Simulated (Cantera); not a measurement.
A perfectly stirred reactor is fed with 0.129 % CO, 0.219 % O2, 0.179 % H2O, 99.5 % N2, equivalence ratio 0.30, at 2.80 bar; it is held at 1300 K, and followed from long to short residence time.

Cantera simulation using GRI-Mech 3.0 (53 species, 325 reactions); the numbers are that mechanism's predictions, not measurements.

One state of this run: x CO = 0.000277; x O2 = 0.00168; x H2O = 0.00178; x CO2 = 0.00102; x H2 = 6.65e-6; x NO = 1.11e-7; x H2O2 = 7.53e-9. x: mole fraction; the columns are a selection and need not sum to one.

**Question.** Which value of τ (s) does it belong to?
A) 7.7
B) 0.099
C) 0.017
D) 0.042

**Answer.** D, 0.042
